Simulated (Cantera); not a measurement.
A closed system holds: 1 mol Si₂H₆, 9.2 mol O₂, a varied amount of N₂, equilibrated at 1873 K and 10.0 Torr.

Method: chemical equilibrium by Gibbs-energy minimisation in Cantera with the NASA 1993 tables (ideal gas, pure condensed phases). Candidate condensed phases: H₂O, Si, SiO₂, Si₂N₂O, Si₃N₄; 35 gas species. The feed counts by its element totals alone. The tables hold silica as quartz up to 1696 K and as liquid above; real silica turns to tridymite and cristobalite and melts near 1996 K. The numbers say what is thermodynamically allowed, not how fast it happens.

Problem. At 56 mol N₂, list the 6 most abundant gas species with their mole fractions, and the condensed phases.

Solution. N₂ 0.863, O₂ 0.0856, H₂O 0.0453, NO 0.00352, OH 0.00167, O 0.000599. Condensed: SiO₂(condensed).
